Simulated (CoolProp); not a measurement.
Vapour-liquid equilibrium of propane (1) + isohexane (2) at 324.2 K; x and y are mole fractions of (1).

Values from CoolProp's multi-fluid Helmholtz-energy mixture model, Lemmon 2009 and Lemmon 2006; pair parameters Bell 2016.

| x | bubble pressure (MPa) | y at the bubble point | dew pressure at overall composition x (MPa) | liquid density (mol/L) |
|---|---|---|---|---|
| 0.05 | 0.1473 | 0.500 | 0.07887 | 7.376 |
| 0.2 | 0.3684 | 0.816 | 0.09339 | 7.800 |
| 0.35 | 0.5959 | 0.898 | 0.1143 | 8.252 |
| 0.5 | 0.8313 | 0.937 | 0.1472 | 8.728 |
| 0.65 | 1.078 | 0.961 | 0.2062 | 9.216 |
| 0.8 | 1.342 | 0.979 | 0.3429 | 9.687 |
| 0.95 | 1.640 | 0.994 | 0.9549 | 10.06 |

No azeotrope shows between x = 0.05 and 0.95.

Pair parameters are fitted to limited data, so mixtures are less certain than the pure fluids.
